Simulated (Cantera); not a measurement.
Feed: 1 mol CaO, 4 mol Cl2, 12 mol N2, at 8.40 mbar.

Method: chemical equilibrium by Gibbs-energy minimisation in Cantera with the NASA 1993 tables (ideal gas, pure condensed phases). Candidate condensed phases: Ca, CaCl2, CaO; 17 gas species. Condensed phases not in the tables: oxide chlorides. The numbers say what is thermodynamically allowed, not how fast it happens.

### Question
What share of the Ca ends up in condensed phases as a function of T (K), at 1175, 1275, 1375, 1475, 1575, 1675, 1775?

### Answer
```csv
T (K),Ca condensed (%),as
1175,99.3,CaCl2(l)
1275,93.3,CaCl2(l)
1375,55.0,CaCl2(l)
1475,0.0,-
1575,0.0,-
1675,0.0,-
1775,0.0,-
```
